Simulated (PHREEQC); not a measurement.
A made-up water analysis in mg/L, 25 °C, pH 6.79, pe 2.4:

```tsv
constituent	mg/L
Na	2310
K	351
Ca	14.9
Mg	176
Cl	3930
S(6) as SO4	300
Alkalinity as HCO3	431
Br	4.29
Zn	2.08
```

Valence states are taken as typed.

The numbers come from PHREEQC with the ion-association model, phreeqc.dat.

This is a speciation only: nothing precipitates in the calculation.

Order these Mg species by the share of Mg that they hold, largest first: MgHCO3+, MgSO4, Mg+2.

Mg+2 (91 %), MgSO4 (6.0 %), MgHCO3+ (2.8 %)

The pH is 6.79 and the ionic strength 0.133 mol/kgw. Species that the database lacks are ignored. The database's zinc carbonate complexes are estimates, stronger than later reviews accept.
